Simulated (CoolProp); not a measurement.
Properties of R245ca along the isotherm 176.85 °C.

The numbers come from the reference Helmholtz-energy equation of state, Zhou 2016 in CoolProp.

```csv
p (MPa),phase,cp (kJ/(kg K)),speed of sound (m/s),isothermal compressibility (1/MPa),expansivity (1/kK)
1,gas,1.221,157.8,1.108,3.113
2,gas,1.330,141.4,0.6469,?
3,gas,1.618,119.9,0.5823,9.439
4,supercritical,?,85.64,1.791,83.42
5,supercritical,2.421,153.4,?,?
6,supercritical,2.024,194.5,0.05091,8.934
7,supercritical,1.873,224.7,0.03407,?
8,supercritical,1.789,249.4,0.02575,5.602
9,supercritical,1.734,270.5,0.02077,4.858
10,supercritical,1.694,289.3,0.01744,4.336
```

Q: Fill in the missing entries.

A: 
- 2, expansivity (1/kK): 4.811
- 4, cp (kJ/(kg K)): 6.173
- 5, isothermal compressibility (1/MPa): 0.1039
- 5, expansivity (1/kK): 14.94
- 7, expansivity (1/kK): 6.767

The peak of cp marks the crossing from liquid-like to gas-like fluid above the critical point.
